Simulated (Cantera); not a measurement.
Feed: 1 mol Cr₂O₃, 4 mol H₂, 14 mol N₂, at 0.00180 bar.

These are equilibrium values from Cantera (NASA tables, ideal gas, pure condensed phases), not measurements of a reactor. Candidate condensed phases: Cr, CrN, Cr₂N, Cr₂O₃, H₂O; 29 gas species. Mutual solubility and eutectic melting of coexisting phases are not modelled. Kinetics and transport are ignored.

Which condensed phases are stable at each of these points (T (K)): 1148, 1248, 1348, 1448, 1548, 1648, 1748, 1848, 1948, 2048?


```
T (K)    condensed phases  Cr condensed (%)
-----  ------------------  ----------------
1148   Cr₂N(s) + Cr₂O₃(s)             100.0
1248   Cr₂N(s) + Cr₂O₃(s)             100.0
1348     Cr(s) + Cr₂O₃(s)             100.0
1448     Cr(s) + Cr₂O₃(s)              99.9
1548             Cr₂O₃(s)              99.6
1648             Cr₂O₃(s)              98.9
1748             Cr₂O₃(s)              97.3
1848             Cr₂O₃(s)              93.8
1948             Cr₂O₃(s)              86.8
2048             Cr₂O₃(s)              73.7
```

From 1148 K to 1248 K the condensed part is Cr₂N(s) + Cr₂O₃(s). From 1348 K to 1448 K the condensed part is Cr(s) + Cr₂O₃(s). From 1548 K to 2048 K the condensed part is Cr₂O₃(s).
